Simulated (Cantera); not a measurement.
Thermodynamics of halide evaporation, hydrolysis and transport, feed NaI + H2

A closed system holds: 1 mol NaI, 11 mol H2, equilibrated at 21.8 Torr.

Equilibrium computed with Cantera from the NASA thermochemical tables; the gas is ideal and each condensed phase is pure. Candidate condensed phases: I2, Na, NaI; 9 gas species. Gases not in the tables: NaBr and NaI dimers. Rates play no part.

```tsv
T (°C)	x H2	x NaI	x Na	x I	x H	x HI
1052	0.916	0.0827	0.000555	0.000239	9.19e-6	0.000317
1102	0.916	0.0824	0.000854	0.000427	1.93e-5	0.000428
1152	0.915	0.0820	0.00128	0.000725	3.83e-5	0.000560
1202	0.915	0.0813	0.00189	0.00118	7.28e-5	0.000714
1252	0.914	0.0804	0.00272	0.00184	0.000133	0.000888
1302	0.913	0.0792	0.00385	0.00277	0.000233	0.00108
1352	0.911	0.0776	0.00533	0.00404	0.000396	0.00129
1402	0.909	0.0755	0.00723	0.00572	0.000650	0.00151
1452	0.907	0.0729	0.00962	0.00789	0.00104	0.00174
1502	0.904	0.0697	0.0126	0.0106	0.00162	0.00198
1552	0.899	0.0659	0.0161	0.0139	0.00245	0.00221
1602	0.895	0.0614	0.0201	0.0177	0.00364	0.00242
1652	0.889	0.0564	0.0248	0.0222	0.00529	0.00262
```
x: gas mole fraction; nothing condenses.

From 1052 °C to 1652 °C nothing is condensed.
